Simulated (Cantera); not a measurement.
Feed: 1 mol HMDSO, 0.63 mol N2O, 140 mol N2, at 1375 °C and 1.00 bar.

Cantera equilibrium calculation (NASA polynomials, part measured and part estimated; ideal gas, pure solids and liquids). Candidate condensed phases: C, C6H6, C7H8, C8H18, H2O, Si, SiC, SiO2, Si2N2O, Si3N4; 151 gas species. The feed counts by its element totals alone. Equilibrium is a limit: real reactors are often held back by kinetics, nucleation or transport.

Base state: N2 0.935, H2 0.0599, CO 0.00422, HCN 0.000647, H 2.18e-5, HNC 1.69e-5 (mole fractions); condensed: C(graphite) + Si2N2O(s).

Q: What changes in the equilibrium state with this change: HMDSO replaced by SiH2Cl2?

A: 
| species | before | after |
|---|---|---|
| N2 | 0.935 | 0.986 |
| HCl | 0 | 0.0129 |
| H2 | 0.0599 | 0.000600 |
| SiCl2 | 0 | 0.000184 |
| CO | 0.00422 | 0 |
| HCN | 0.000647 | 0 |
| SiCl4 | 0 | 0.000123 |
| SiCl3 | 0 | 0.000101 |
| C(graphite), mol | 5.27 | 0 |
| Si2N2O(s), mol | 1.000 | 0.414 |
| SiO2(β-quartz), mol | 0 | 0.102 |
Mutual solubility and eutectic melting of coexisting phases are not modelled. The tables' values for SiCl3 are old estimates; treat these amounts as uncertain. The tables hold silica as quartz up to 1696 K and as liquid above; real silica turns to tridymite and cristobalite and melts near 1996 K. Further candidate phases: NH4Cl.
